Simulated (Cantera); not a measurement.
Pyrogenic steam for wet oxidation

An isothermal, constant-pressure homogeneous reactor starts with 39.1 % H₂, 30.1 % O₂, 30.1 % N₂, 0.692 % H₂O, equivalence ratio 0.65, at 1025 K and 1.00 bar.

Computed with Cantera and GRI-Mech 3.0 (53 species, 325 reactions). The temperature is held fixed by assumption; the heat of reaction is taken as removed at once.

| t (s) | x H₂ | x O₂ | x N₂O | x NO | x OH | x H₂O₂ | x H |
|---|---|---|---|---|---|---|---|
| 3.00e-5 | 0.391 | 0.301 | <1e-12 | <1e-12 | 2.48e-9 | 2.22e-10 | 4.15e-8 |
| 0.000119 | 0.343 | 0.280 | 8.29e-10 | 1.60e-8 | 0.00111 | 9.49e-6 | 0.00875 |
| 0.000475 | 0.178 | 0.208 | 5.47e-9 | 4.01e-8 | 3.19e-7 | 0.000330 | 1.32e-6 |
| 0.00189 | 0.177 | 0.207 | 5.57e-9 | 4.33e-8 | 5.03e-7 | 0.000513 | 1.98e-6 |
| 0.00754 | 0.163 | 0.201 | 6.33e-9 | 5.50e-8 | 1.19e-6 | 0.00107 | 3.85e-6 |
| 0.0300 | 0.101 | 0.174 | 1.02e-8 | 4.91e-8 | 1.31e-6 | 0.000878 | 2.64e-6 |
| 0.119 | 0.0164 | 0.138 | 2.19e-8 | 2.63e-8 | 1.11e-6 | 0.000163 | 4.22e-7 |
| 0.475 | 0.000752 | 0.131 | 3.03e-8 | 4.42e-9 | 2.45e-7 | 1.87e-6 | 4.75e-9 |
| 1.89 | 6.04e-5 | 0.131 | 3.09e-8 | 2.24e-9 | 6.72e-8 | 3.75e-8 | 1.27e-10 |
| 7.54 | 6.24e-7 | 0.131 | 2.83e-8 | 2.25e-8 | 6.06e-8 | 2.68e-10 | 1.84e-12 |
| 30.0 | 2.49e-10 | 0.131 | 1.93e-8 | 1.28e-7 | 3.68e-7 | 6.94e-10 | <1e-12 |
x: mole fraction; the columns are a selection and need not sum to one.

Equilibrium at this temperature and pressure: H₂ 2.49e-10, O₂ 0.131, N₂O 1.24e-9, NO 2.24e-5, OH 3.67e-7, H₂O₂ 6.89e-10, H <1e-12 (gas phase only).
